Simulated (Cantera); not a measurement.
Feed: 1 mol SiCl₄, 250 mol H₂, at 2398.15 K and 13.3 mbar.

Cantera equilibrium calculation (NASA polynomials, part measured and part estimated; ideal gas, pure solids and liquids). Candidate condensed phases: Si; 19 gas species. The tables' values for SiCl are old estimates; treat these amounts as uncertain. Gases not in the tables: Si₂H₆ and higher silanes. Kinetics and transport are ignored.

Base state: H₂ 0.855, H 0.126, HCl 0.0133, Si 0.00352, Cl 0.00141, SiH 0.000117, SiCl 3.51e-5, SiH₂ 1.31e-5 (mole fractions); condensed: gas only.

**Question.** What changes in the equilibrium state with this change: temperature from 2398.15 K to 2025 K?

**Answer.** 
```tsv
species	before	after
H₂	0.855	0.965
H	0.126	0.0164
HCl	0.0133	0.0146
Si	0.00352	0.00306
SiCl₂	7.33e-6	0.000362
Si₂	1.76e-6	2.36e-5
Cl	0.00141	0.000184
SiH₂	1.31e-5	8.26e-5
SiCl	3.51e-5	0.000139
```
